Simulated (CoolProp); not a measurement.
Vapour pressure (MPa) of n-octane: the reference equation beside estimates from Tc = 568.7 K, pc = 2.484 MPa, ω = 0.398. Clausius-Clapeyron is anchored at 325.6 K with a constant enthalpy of vaporisation of 39.68 kJ/mol.

Model: reference Helmholtz-energy equation of state, Beckmüller 2019, in CoolProp.

```csv
T (K),reference,Lee-Kesler,Clausius-Clapeyron,van der Waals,Redlich-Kwong,Peng-Robinson
294.5,0.001520,0.001448,0.001599,0.08715,0.008995,0.001615
304.9,0.002712,0.002594,0.002779,0.1091,0.01402,0.002843
315.2,0.004597,0.004420,0.004634,0.1343,0.02098,0.004767
325.6,0.007517,0.007267,0.007517,0.1637,0.03052,0.007724
336,0.01184,0.01152,0.01183,0.1972,0.04314,0.01208
346.4,0.01805,0.01765,0.01812,0.2351,0.05943,0.01831
356.7,0.02661,0.02616,0.02698,0.2773,0.07979,0.02687
367.1,0.03833,0.03788,0.03941,0.3248,0.1053,0.03857
377.5,0.05389,0.05350,0.05638,0.3774,0.1363,0.05408
387.8,0.07390,0.07366,0.07888,0.4349,0.1733,0.07402
398.2,0.09967,0.09967,0.1088,0.4984,0.2175,0.09970
408.6,0.1320,0.1324,0.1476,0.5677,0.2694,0.1319
```

Absolute difference from the reference over all 12 rows, mean and median: Lee-Kesler 2.1 and 2.0 %, Clausius-Clapeyron 3.8 and 2.6 %, van der Waals 1727.7 and 1072.3 %, Redlich-Kwong 245.8 and 214.6 %, Peng-Robinson 1.9 and 1.2 %.
